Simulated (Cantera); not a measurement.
An adiabatic, constant-volume homogeneous reactor starts with 6.10 % CH4, 3.60 % H2, 18.9 % O2, 71.4 % N2, at 1150 K and 2100000 Pa.

Cantera simulation using GRI-Mech 3.0 (53 species, 325 reactions); the numbers are that mechanism's predictions, not measurements. The pressure lies above the range GRI-Mech 3.0 was tuned for (to about 10 atm).

Problem. Predict: time of steepest temperature rise; temperature at 0.600 s; equilibrium temperature; x(H2) at 0.600 s; x(O2) at 0.600 s; x(NO2) at 0.600 s; x(H2O2) at 0.600 s.

Solution. 
| Quantity | Result |
|---|---|
| time of steepest temperature rise | 0.531 ms |
| temperature at 0.600 s | 2824 K |
| equilibrium temperature | 2824 K |
| x(H2) at 0.600 s | 0.00247 (gas-phase equilibrium 0.00247) |
| x(O2) at 0.600 s | 0.0423 (gas-phase equilibrium 0.0423) |
| x(NO2) at 0.600 s | 3.45e-5 (gas-phase equilibrium 3.45e-5) |
| x(H2O2) at 0.600 s | 2.91e-6 (gas-phase equilibrium 2.91e-6) |
